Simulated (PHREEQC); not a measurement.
Solution (25 °C): 0.084 mol NaH2PO4, 0.0019 mol K2HPO4 and 0.00082 mol H4SiO4 per kg of water. Closed to the air; pH follows from the charge balance.

All values are PHREEQC results (ion-association model, phreeqc.dat), not measurements.

```json
[
 {"quantity": "pH", "before": "5.24", "after": "5.58"},
 {"quantity": "HPO4-2 (mol/kgw)", "before": "0.00184", "after": "2.20e-5"},
 {"quantity": "H3PO4 (mol/kgw)", "before": "5.55e-5", "after": "3.12e-7"},
 {"quantity": "H3SiO4- (mol/kgw)", "before": "2.75e-8", "after": "4.78e-10"},
 {"quantity": "SI of SiO2(a) (SiO2)", "before": "-0.36", "after": "-2.37"}
]
```

What was changed between the two runs?
(A) diluted 100-fold with water
(B) NaH2PO4 left out
(C) K2HPO4 left out
(D) K2HPO4 from 0.0019 to 0.019 mol/kgw
(E) diluted 2-fold with water

A, diluted 100-fold with water

This is a speciation only: nothing precipitates in the calculation. Some of these states are supersaturated (in Quartz (slow to form), Chalcedony (slow to form), for instance).
